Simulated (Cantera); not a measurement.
Charge: 1 mol CH4, 1.9 mol O2, 1.5 mol N2, held at 950 K and 0.0133 bar.

These are equilibrium values from Cantera (NASA tables, ideal gas, pure condensed phases), not measurements of a reactor. Candidate condensed phases: C, C6H6, C7H8, C8H18, H2O; 136 gas species. The numbers say what is thermodynamically allowed, not how fast it happens.

Base state: H2O 0.410, N2 0.333, CO2 0.212, H2 0.0345, CO 0.00996 (mole fractions); condensed: gas only.

Question: What changes in the equilibrium state with this change: CH4 replaced by toluene?

Answer: 
| species | before | after |
|---|---|---|
| H2 | 0.0345 | 0.430 |
| CO | 0.00996 | 0.402 |
| N2 | 0.333 | 0.162 |
| H2O | 0.410 | 0.00215 |
| CO2 | 0.212 | 0.00360 |
| CH4 | <1e-9 | 0.000413 |
| C(graphite), mol | 0 | 3.25 |
